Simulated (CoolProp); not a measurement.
Model: reference Helmholtz-energy equation of state, Lemmon 2006, in CoolProp. It is a short technical equation, of lower accuracy than the large ones.

Problem. Give the vapour pressure (MPa), enthalpy of vaporisation (kJ/kg), vapour Z, liquid viscosity (µPa s) of saturated toluene at 496, 522.3, 535.4 K.

Solution. 
```tsv
T (K)	p (MPa)	enthalpy of vaporisation (kJ/kg)	vapour Z	liquid viscosity (µPa s)
496	1.10	267	0.785	119
522.3	1.65	234	0.712	99.1
535.4	1.99	215	0.668	89.5
```

Viscosity comes from a separate model (Avgeri 2015).
